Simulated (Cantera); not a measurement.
An isothermal, constant-pressure homogeneous reactor starts with 6.67 % C2H6, 93.3 % N2, at 1600 K and 20.0 Torr.

Detailed kinetics in Cantera: GRI-Mech 3.0 (53 species, 325 reactions). GRI-Mech 3.0 stops at C3 and has no aromatics, soot or wall deposition, so with more carbon than oxygen in the feed, carbon stays in small species such as C2H2 where larger ones or solid carbon would form. Radical loss at walls, strong at low pressure, is not modelled.

x: mole fraction; the columns are a selection and need not sum to one.

```tsv
t (s)	x C2H6	x H2	x HCN	x C2H	x H	x C2H2	x CH3
0.000600	0.0331	0.0190	7.07e-7	1.09e-7	0.000476	0.00135	0.0132
0.00118	0.0113	0.0395	1.60e-6	4.48e-7	0.000654	0.00812	0.0101
0.00232	0.00150	0.0601	2.52e-6	7.25e-7	0.000579	0.0224	0.00423
0.00456	0.000177	0.0738	2.89e-6	4.95e-7	0.000317	0.0343	0.00167
0.00896	[?]	0.0816	2.99e-6	[?]	[?]	[?]	[?]
0.0176	[?]	0.0867	3.02e-6	[?]	[?]	0.0460	[?]
0.0346	8.83e-6	0.0899	3.04e-6	1.52e-7	8.35e-5	0.0488	0.000345
0.0681	5.50e-6	0.0919	3.05e-6	1.24e-7	6.75e-5	0.0502	0.000265
0.134	4.16e-6	0.0934	3.07e-6	1.13e-7	6.18e-5	0.0509	0.000229
0.263	3.45e-6	0.0953	3.11e-6	1.13e-7	6.22e-5	0.0516	0.000208
0.517	2.68e-6	0.0983	3.17e-6	1.18e-7	6.58e-5	0.0526	0.000185
1.02	1.74e-6	0.103	3.29e-6	1.27e-7	7.20e-5	0.0540	0.000151
2.00	8.67e-7	0.108	3.51e-6	1.41e-7	8.14e-5	0.0556	0.000109
```

Task: Complete the blanks.

Result: 
- 0.00896, x C2H6: 4.39e-5
- 0.00896, x C2H: 3.07e-7
- 0.00896, x H: 0.000180
- 0.00896, x C2H2: 0.0415
- 0.00896, x CH3: 0.000845
- 0.0176, x C2H6: 1.75e-5
- 0.0176, x C2H: 2.07e-7
- 0.0176, x H: 0.000116
- 0.0176, x CH3: 0.000506
